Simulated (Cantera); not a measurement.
Feed: 1 mol CH2F2, 0.89 mol HCl, equilibrated at 1677 °C and 1.10 Pa.

Equilibrium computed with Cantera from the NASA thermochemical tables; the gas is ideal and each condensed phase is pure. Equilibrium is a limit: real reactors are often held back by kinetics, nucleation or transport.

| species | before | after |
|---|---|---|
| HF | 0.614 | 0.692 |
| HCl | 0.120 | 0.308 |
| Cl | 0.153 | 1.68e-5 |
| H | 0.0704 | <1e-9 |
| H2 | 0.0415 | 8.52e-6 |
| F | 0.000348 | <1e-9 |
| C2H2 (acetylene) | 2.27e-5 | <1e-9 |
| C(graphite), mol | 1.000 | 1.00 |
Gas species are given as mole fractions.

**Question.** What was changed between the two runs?
A) temperature from 1677 °C to 2175 °C
B) CH2F2 replaced by c-C4F8
C) pressure from 1.10 Pa to 13.3 mbar
D) temperature from 1677 °C to 677 °C

**Answer.** D, temperature from 1677 °C to 677 °C
